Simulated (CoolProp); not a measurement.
Saturated liquid density (kg/m³) of 1,2-dichloroethane: the reference equation beside estimates from Tc = 561.6 K, pc = 52.26 bar, ω = 0.269. Rackett uses Z = 0.29056 − 0.08775 ω.

The numbers come from the reference Helmholtz-energy equation of state, Thol 2015 in CoolProp.

```
T (K)  reference  Rackett  van der Waals  Redlich-Kwong  Peng-Robinson
-----  ---------  -------  -------------  -------------  -------------
279.7       1272     1227          726.9           1079           1241
298.1       1245     1202          713.4           1057           1220
316.4       1219     1176          699.3           1033           1198
334.8       1191     1149          684.5           1008           1174
353.1       1162     1122          669.1          981.4           1148
371.5       1133     1093          652.7          952.7           1119
389.8       1102     1063          635.4          922.3           1088
408.2       1069     1032          617.0          889.5           1054
426.5       1034    999.1          597.4          854.4           1016
```

Absolute difference from the reference over all 9 rows, mean and median: Rackett 3.5 and 3.5 %, van der Waals 42.5 and 42.4 %, Redlich-Kwong 15.9 and 15.5 %, Peng-Robinson 1.6 and 1.4 %.
